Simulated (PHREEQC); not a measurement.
**Copper plating or etch bath (model solution)**

Dissolve 13 mmol/kgw CuCl2, 11 mmol/kgw HBF4 and 51 mmol/kgw NaCl at 20 °C. Closed to the air; pH follows from the charge balance.

Equilibrium calculation in PHREEQC: ion-association model, phreeqc.dat.

Each row changes one thing in this solution. This is a speciation only: nothing precipitates in the calculation.

```json
[
 {"case": "as made", "pH": "2.07", "ionic strength (mol/kgw)": "0.0987", "Cu+2 (mol/kgw)": "0.0121", "BF4- (mol/kgw)": "0.00904", "HF (mol/kgw)": "0.00522", "H3BO3 (mol/kgw)": "0.00127", "SI of Halite (NaCl)": "-4.19"},
 {"case": "temperature from 20 to 60 °C", "pH": "2.12", "ionic strength (mol/kgw)": "(withheld)", "Cu+2 (mol/kgw)": "0.00949", "BF4- (mol/kgw)": "0.00779", "HF (mol/kgw)": "0.00984", "H3BO3 (mol/kgw)": "0.00236", "SI of Halite (NaCl)": "-4.25"},
 {"case": "CuCl2 from 0.013 to 0.065 mol/kgw", "pH": "2.08", "ionic strength (mol/kgw)": "(withheld)", "Cu+2 (mol/kgw)": "0.0580", "BF4- (mol/kgw)": "0.00905", "HF (mol/kgw)": "0.00494", "H3BO3 (mol/kgw)": "0.00125", "SI of Halite (NaCl)": "(withheld)"},
 {"case": "temperature from 20 to 45 °C", "pH": "2.09", "ionic strength (mol/kgw)": "(withheld)", "Cu+2 (mol/kgw)": "0.0108", "BF4- (mol/kgw)": "0.00835", "HF (mol/kgw)": "0.00775", "H3BO3 (mol/kgw)": "0.00186", "SI of Halite (NaCl)": "-4.23"},
 {"case": "0.0012 mol/kgw LiOH added", "pH": "2.12", "ionic strength (mol/kgw)": "0.0987", "Cu+2 (mol/kgw)": "0.0121", "BF4- (mol/kgw)": "0.00904", "HF (mol/kgw)": "0.00510", "H3BO3 (mol/kgw)": "0.00125", "SI of Halite (NaCl)": "-4.19"},
 {"case": "CuCl2 from 0.013 to 0.0013 mol/kgw", "pH": "2.06", "ionic strength (mol/kgw)": "0.0651", "Cu+2 (mol/kgw)": "0.00123", "BF4- (mol/kgw)": "0.00904", "HF (mol/kgw)": "0.00532", "H3BO3 (mol/kgw)": "0.00128", "SI of Halite (NaCl)": "-4.32"}
]
```

### Question
Fill in the missing entries.

### Answer

- temperature from 20 to 60 °C, ionic strength (mol/kgw): 0.0922
- CuCl2 from 0.013 to 0.065 mol/kgw, ionic strength (mol/kgw): 0.242
- CuCl2 from 0.013 to 0.065 mol/kgw, SI of Halite (NaCl): -3.90
- temperature from 20 to 45 °C, ionic strength (mol/kgw): 0.0953

Away from 25 °C the constants follow the database's enthalpies or fits; those with neither stay at their 25 °C values. Real BF4- forms and hydrolyses slowly; the run takes it at equilibrium.
